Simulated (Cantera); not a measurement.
Thermodynamics of abatement and gas-phase synthesis, feed HF + H2 + O2

Feed: 1 mol HF, 3.9 mol H2, 0.14 mol O2, held at 2000 °C and 10000 Pa.

Cantera equilibrium calculation (NASA polynomials, part measured and part estimated; ideal gas, pure solids and liquids). Candidate condensed phases: H2O; 22 gas species. Rates play no part.

```yaml
x(H2): 0.719
x(HF): 0.202
x(H2O): 0.0562
x(H): 0.0225
x(OH): 0.000274
x(F): 6.90e-6
x(O): 5.89e-6
gas_amount: 4.957 mol
```
